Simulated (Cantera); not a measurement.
An isothermal, constant-pressure homogeneous reactor starts with 19.4 % H₂, 80.6 % O₂, equivalence ratio 0.12, at 998 K and 0.750 Torr.

Cantera simulation using GRI-Mech 3.0 (53 species, 325 reactions); the numbers are that mechanism's predictions, not measurements. Radical loss at walls, strong at low pressure, is not modelled. The temperature is held fixed by assumption; the heat of reaction is taken as removed at once.

### Question
Predict: x(H₂) at 2.00 s; x(O₂) at 2.00 s; x(H) at 2.00 s; x(H₂O) at 2.00 s; x(O) at 2.00 s.

### Answer
```
Property                                            Result
----------------  ----------------------------------------
x(H₂) at 2.00 s   0.00155 (gas-phase equilibrium 6.33e-10)
x(O₂) at 2.00 s        0.774 (gas-phase equilibrium 0.786)
x(H) at 2.00 s    0.00636 (gas-phase equilibrium 1.72e-12)
x(H₂O) at 2.00 s       0.206 (gas-phase equilibrium 0.214)
x(O) at 2.00 s     0.00990 (gas-phase equilibrium 4.17e-9)
```
